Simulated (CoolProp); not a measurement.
Saturation properties of carbon dioxide (Tc = 31.0 °C, pc = 7.377 MPa, ω = 0.224).

Values from CoolProp's reference Helmholtz-energy equation of state, Span 1996.

```csv
T (°C),p (MPa),vapour density (kg/m³),surface tension (mN/m)
-39.65,1.018,26.45,12.6
-34.05,1.243,32.27,11.4
-28.35,1.509,39.23,10.1
-22.65,1.813,47.42,8.92
-16.95,2.161,57.05,7.75
-11.35,2.548,68.21,6.63
-5.65,2.992,81.67,5.53
0.05,3.490,97.80,4.47
5.75,4.046,117.4,3.47
11.35,4.655,141.5,2.53
17.05,5.343,173.2,1.65
22.75,6.109,218.2,0.850
```

Surface tension comes from a separate correlation (Mulero 2012).
